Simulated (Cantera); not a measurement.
What does this Cantera script print?

```python
import numpy as np
import cantera as ct

gas_names = """
    C CH CH2 CH3 CH2OH CH3O CH4 CH3OH CO COS CO2 COOH CS CS2 C2 C2H CHCO,ketyl C2H2,acetylene
    C2H2,vinylidene CH2CO,ketene C2H3,vinyl CH3CO,acetyl C2H4 C2H4O,ethylen CH3CHO,ethanal CH3COOH
    (HCOOH)2 C2H5 C2H6 CH3OCH3 C2H5OH C2O C3 C3H3,propargyl C3H4,allene C3H4,propyne C3H4,cyclo-
    C3H5,allyl C3H6,propylene C3H6,cyclo- C3H6O C3H7,n-propyl C3H7,i-propyl C3H8 C3H8O,1propanol
    C3H8O,2propanol C3O2 C4 C4H2 C4H4,1,3-cyclo- C4H6,butadiene C4H6,2-butyne C4H6,cyclo- C4H8,1-butene
    C4H8,cis2-buten C4H8,tr2-butene C4H8,isobutene C4H8,cyclo- (CH3COOH)2 C4H9,n-butyl C4H9,i-butyl
    C4H9,s-butyl C4H9,t-butyl C4H10,isobutane C4H10,n-butane C5 C5H6,1,3cyclo- C5H8,cyclo-
    C5H10,1-pentene C5H10,cyclo- C5H11,pentyl C5H11,t-pentyl C5H12,n-pentane C5H12,i-pentane
    CH3C(CH3)2CH3 C6H2 C6H5,phenyl C6H5O,phenoxy C6H6 C6H5OH,phenol C6H10,cyclo- C6H12,1-hexene
    C6H12,cyclo- C6H13,n-hexyl C7H7,benzyl C7H8 C7H8O,cresol C7H14,1-heptene C7H15,n-heptyl
    C7H16,n-heptane C8H8,styrene C8H10,ethylbenz C8H16,1-octene C8H17,n-octyl C8H18,isooctane
    C8H18,n-octane C9H19,n-nonyl C10H8,naphthale C10H21,n-decyl C12H9,o-bipheny C12H10,bipheny H HCO HO2
    H2 HCHO,formaldehy HCOOH H2O H2O2 H2S H2SO4 O OH O2 O3 S SH SO SO2 SO3 S2 S2O S8
""".split()
cond_names = """
    C(gr) C6H6(L) C7H8(L) C8H18(L),n-octa H2O(s) H2O(L) H2SO4(L) S(cr1) S(cr2) S(L)
""".split()


def load(file, names, dense=False):
    # The tables refer to 1 bar. Condensed volumes are neglected.
    table = {s.name: s for s in ct.Species.list_from_file(file)}
    out = []
    for n in names:
        d = dict(table[n].input_data)
        d["thermo"] = dict(d["thermo"], **{"reference-pressure": 1e5})
        if dense:
            d["equation-of-state"] = {"model": "constant-volume", "density": "1e6 g/cm^3"}
        out.append(ct.Species.from_dict(d))
    return out


gas = ct.Solution(thermo="ideal-gas", species=load("nasa_gas.yaml", gas_names))
cond = {s.name: ct.Solution(thermo="fixed-stoichiometry", species=[s], name=s.name)
        for s in load("nasa_condensed.yaml", cond_names, dense=True)}
atoms = {
    'CO2': {'C': 1, 'O': 2},
    'SO2': {'S': 1, 'O': 2},
    'H2': {'H': 2},
}
top_T = {'C(gr)': 4500}  # K; cautious upper limits of use, not melting points


def equilibrate(T, P, feed):
    n = {}
    for name, mol in feed.items():
        for a, k in atoms[name].items():
            n[a] = n.get(a, 0.0) + k * mol
    gas.TPX = T, P, n
    mass = sum(n.values()) * gas.mean_molecular_weight
    gas.equilibrate("TP")
    valid = [c for c in cond.values() if c.min_temp <= T <= top_T.get(c.name, c.max_temp)]
    mix = ct.Mixture([(gas, mass / gas.mean_molecular_weight)] + [(c, 0.0) for c in valid])
    mix.T, mix.P = T, P
    mix.equilibrate("TP", solver="vcs", rtol=1e-11, max_steps=5000)
    return mix


results = []
feed = {'CO2': 1, 'SO2': 0.98, 'H2': 0.63}  # mol
T = 1175  # K
P = 1400000  # Pa
mix = equilibrate(T, P, feed)
results.append((T, P, feed, dict(zip(mix.species_names, mix.species_moles))))
x = sorted(zip(gas.X, gas.species_names), reverse=True)
print(f"T = {T:g} K  P = {P:g} Pa  gas = {mix.phase_moles(0):.4g} mol")
print("   x: " + "  ".join(f"{s} {v:.3e}" for v, s in x if v > 1e-06))
print("   condensed (mol): " + ("  ".join(f"{mix.phase(i).name} {mix.phase_moles(i):.4g}"
      for i in range(1, mix.n_phases) if mix.phase_moles(i) > 1e-12) or "none"))
```

It prints:

```
T = 1175 K  P = 1.4e+06 Pa  gas = 2.437 mol
   x: CO2 4.065e-01  SO2 2.835e-01  H2O 2.357e-01  S2 4.237e-02  H2S 2.176e-02  S2O 5.232e-03  CO 2.306e-03  COS 1.526e-03  H2 1.045e-03  SO 7.267e-05  SH 2.072e-05  CS2 1.364e-06
   condensed (mol): none
```

Method: chemical equilibrium by Gibbs-energy minimisation in Cantera with the NASA 1993 tables (ideal gas, pure condensed phases). Gases not in the tables: S3 to S7.
